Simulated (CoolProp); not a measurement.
Vapour-liquid equilibrium of isobutane (1) + R245fa (2) at 0.268 MPa; x and y are mole fractions of (1).

Values from CoolProp's multi-fluid Helmholtz-energy mixture model, Bücker 2006 and Akasaka 2015; pair parameters Bell 2016.

```csv
x,bubble temperature (K),y at the bubble point,dew temperature at overall composition x (K),liquid density (mol/L)
0.05,305.5,0.296,313.7,9.764
0.125,296.3,0.515,311.3,9.854
0.2,291.5,0.612,308.9,9.861
0.275,289.1,0.660,306.2,9.829
0.35,287.8,0.685,303.4,9.781
0.425,287.1,0.700,300.3,9.731
0.5,286.7,0.711,297.0,9.687
0.575,286.5,0.721,293.4,9.654
0.65,286.2,0.734,289.6,9.635
0.725,286.0,0.752,286.4,9.629
0.8,286.0,0.781,286.2,9.636
0.875,286.4,0.828,287.0,9.650
0.95,287.6,0.910,288.3,9.663
```

y crosses x between x = 0.725 and 0.8: the model has an azeotrope there.

Pair parameters are fitted to limited data, so mixtures are less certain than the pure fluids. With so large a gap from Raoult's law the liquid may split in two, which this calculation doesn't test in full.
